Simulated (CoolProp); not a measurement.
Properties of fluoroethane (R161) at several states (Tc = 375.2 K, pc = 5010 kPa, ω = 0.216).

The numbers come from the reference Helmholtz-energy equation of state, Wu 2012 in CoolProp.

| T (K) | p (kPa) | phase | cv (kJ/(kg K)) | speed of sound (m/s) | Joule-Thomson coefficient (K/MPa) | isothermal compressibility (1/MPa) | expansivity (1/kK) | fugacity coefficient |
|---|---|---|---|---|---|---|---|---|
| 145.7 | 11.5 | liquid | 1.536 | 1651 | -0.4056 | 0.0005356 | 1.392 | 0.006053 |
| 251.5 | 3620 | liquid | 1.382 | 1023 | -0.3350 | 0.001730 | 1.845 | 0.05768 |
| 395 | 624 | gas | 1.377 | 269.5 | 8.955 | 1.667 | 2.872 | 0.9631 |
| 156.3 | 5000 | liquid | 1.490 | 1603 | -0.4155 | 0.0005763 | 1.373 | 6.754e-5 |
| 259 | 159 | gas | 0.9620 | 223.9 | 32.38 | 6.561 | 4.401 | 0.9618 |
| 229.4 | 41.7 | gas | 0.8770 | 215.8 | 40.95 | 24.35 | 4.561 | 0.9854 |
